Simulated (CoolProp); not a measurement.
Vapour-liquid equilibrium of isopentane (1) + toluene (2) at 383.5 K; x and y are mole fractions of (1).

Values from CoolProp's multi-fluid Helmholtz-energy mixture model, Lemmon 2006 and Lemmon 2006; pair parameters Bell 2016.

### Question
Give the bubble pressure and the first vapour's composition at x = 0.05, 0.2, 0.65. Is there an azeotrope?

### Answer
x = 0.05: 147.0 kPa, y = 0.337; x = 0.2: 288.4 kPa, y = 0.699; x = 0.65: 643.0 kPa, y = 0.920. No azeotrope shows between x = 0.05 and 0.95.

The pair parameters rest on a limited set of measurements; away from them the model extrapolates.
